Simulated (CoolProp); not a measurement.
Oxygen at 321.87 K and 0.395 MPa is throttled through a valve to 0.111 MPa with no heat exchange. Each further row changes one setting.

Model: reference Helmholtz-energy equation of state, Schmidt 1985, in CoolProp.

| case | temperature change (K) | final density (kg/m³) |
|---|---|---|
| as stated | -0.7 | 1.33 |
| outlet pressure 0.0333 MPa | -0.8 | 0.399 |
| outlet pressure 0.144 MPa | -0.6 | 1.73 |

Above 300 K oxygen's equation is extrapolated.
